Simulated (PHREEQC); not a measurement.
Buffer: an equilibrium model

Dissolve 0.026 mol/kgw NaH2PO4, 0.006 mol/kgw NaOH and 0.21 mol/kgw KCl at 50 °C. Closed to the air; pH follows from the charge balance.

Computed with PHREEQC (ion-association model, phreeqc.dat).

Precipitation was switched off in this run.

Task: What pH, specific conductance does the model give?

Result: pH 6.14; specific conductance 42400 µS/cm.

Task: In which forms is P present?

Result: H2PO4- 77 %, HPO4-2 21 %, KHPO4- 2.1 % of the P.

At this temperature some constants are extrapolated from 25 °C, and those without enthalpy data are left unchanged.
